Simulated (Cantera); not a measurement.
An adiabatic, constant-volume homogeneous reactor starts with CH₄ : C₂H₆ : O₂ : N₂ = 1 : 0.065 : 1.49 : 5.58 (molar parts), equivalence ratio 1.5, at 1750 K and 1100000 Pa. Integrator tolerance rtol = 1e-08.

Computed with Cantera and GRI-Mech 3.0 (53 species, 325 reactions). Above 3000 K some thermodynamic fits are extrapolated.

Question: What does this change do: constant pressure in place of constant volume?

Answer: 
| quantity | before | after |
|---|---|---|
| time of steepest temperature rise | 10.3 µs | 11.9 µs |
| temperature at 6.00 s | 3221 K | 2985 K |
| equilibrium temperature | 3221 K | 2985 K |
| x(CH₄) at 6.00 s | 4.20e-11 (gas-phase equilibrium 4.87e-11) | 1.59e-11 (gas-phase equilibrium 1.83e-11) |
| x(C₂H₆) at 6.00 s | <1e-12 (gas-phase equilibrium <1e-12) | <1e-12 (gas-phase equilibrium <1e-12) |
| x(O₂) at 6.00 s | 0.00160 (gas-phase equilibrium 0.00160) | 0.000852 (gas-phase equilibrium 0.000852) |
| x(H₂O) at 6.00 s | 0.153 (gas-phase equilibrium 0.153) | 0.161 (gas-phase equilibrium 0.161) |
| x(O) at 6.00 s | 0.00194 (gas-phase equilibrium 0.00194) | 0.000952 (gas-phase equilibrium 0.000952) |

Question: What does this change do: C2H6 0.065 to 0.14 parts?

Answer: 
| quantity | before | after |
|---|---|---|
| time of steepest temperature rise | 10.3 µs | 7.37 µs |
| temperature at 6.00 s | 3221 K | 3176 K |
| equilibrium temperature | 3221 K | 3176 K |
| x(CH₄) at 6.00 s | 4.20e-11 (gas-phase equilibrium 4.87e-11) | 1.52e-10 (gas-phase equilibrium 1.73e-10) |
| x(C₂H₆) at 6.00 s | <1e-12 (gas-phase equilibrium <1e-12) | <1e-12 (gas-phase equilibrium <1e-12) |
| x(O₂) at 6.00 s | 0.00160 (gas-phase equilibrium 0.00160) | 0.000579 (gas-phase equilibrium 0.000579) |
| x(H₂O) at 6.00 s | 0.153 (gas-phase equilibrium 0.153) | 0.144 (gas-phase equilibrium 0.144) |
| x(O) at 6.00 s | 0.00194 (gas-phase equilibrium 0.00194) | 0.00101 (gas-phase equilibrium 0.00101) |

Question: What does this change do: pressure from 1100000 Pa to 250000 Pa?

Answer: 
| quantity | before | after |
|---|---|---|
| time of steepest temperature rise | 10.3 µs | 28.8 µs |
| temperature at 6.00 s | 3221 K | 3086 K |
| equilibrium temperature | 3221 K | 3086 K |
| x(CH₄) at 6.00 s | 4.20e-11 (gas-phase equilibrium 4.87e-11) | 3.02e-12 (gas-phase equilibrium 3.59e-12) |
| x(C₂H₆) at 6.00 s | <1e-12 (gas-phase equilibrium <1e-12) | <1e-12 (gas-phase equilibrium <1e-12) |
| x(O₂) at 6.00 s | 0.00160 (gas-phase equilibrium 0.00160) | 0.00276 (gas-phase equilibrium 0.00276) |
| x(H₂O) at 6.00 s | 0.153 (gas-phase equilibrium 0.153) | 0.144 (gas-phase equilibrium 0.144) |
| x(O) at 6.00 s | 0.00194 (gas-phase equilibrium 0.00194) | 0.00357 (gas-phase equilibrium 0.00357) |
